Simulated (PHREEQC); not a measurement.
# Alkaline etch or developer

Consider water at 25 °C with 7.4 mmol/kgw NH3, 11 mmol/kgw NaAlO2 and 0.49 mmol/kgw K2CO3. Closed to the air; pH follows from the charge balance.

Computed with PHREEQC (ion-association model, phreeqc.dat).

No solid was allowed to form.

### Question
Predict the pH, ionic strength.

### Answer
pH 10.61; ionic strength 0.0126 mol/kgw.

### Question
In which forms is C present?

### Answer
CO3-2 66 %, HCO3- 25 %, NaCO3- 8.7 % of the C.

Saturation is exceeded, for instance for Gibbsite (slow to form); the values hold only as long as no solid forms.
